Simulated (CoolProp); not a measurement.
Vapour-liquid equilibrium of n-hexane (1) + cyclohexane (2) at 356.6 K; x and y are mole fractions of (1).

The numbers come from the multi-fluid Helmholtz-energy mixture model, Thol 2019 and Zhou 2014; pair parameters Bell 2016 in CoolProp.

Task: Give the bubble pressure and the first vapour's composition at x = 0.2, 0.5, 0.65. Is there an azeotrope?

Result: x = 0.2: 0.1216 MPa, y = 0.270; x = 0.5: 0.1365 MPa, y = 0.582; x = 0.65: 0.1431 MPa, y = 0.716. No azeotrope shows between x = 0.05 and 0.95.

Pair parameters are fitted to limited data, so mixtures are less certain than the pure fluids.
